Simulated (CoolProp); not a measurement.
A simple Rankine cycle with R1233zd(E): condensing at 308.15 K, boiler at 0.711 MPa, turbine inlet 449 K, turbine efficiency 0.9, pump efficiency 0.6, no recuperator. Each further row changes one setting.

Model: reference Helmholtz-energy equation of state, Akasaka 2022, in CoolProp.

```tsv
case	thermal efficiency (%)	net work (kJ/kg)	heat in (kJ/kg)	turbine exit temperature (K)	volume ratio over the turbine
as stated	10.1	31.1	308	410.8	3.71
condensing temperature 300.15 K	11.7	37.2	318	403.7	4.81
boiler pressure 0.498 MPa	7.6	23.5	311	421.2	2.61
turbine efficiency 0.8	8.9	27.5	308	414.5	3.75
```
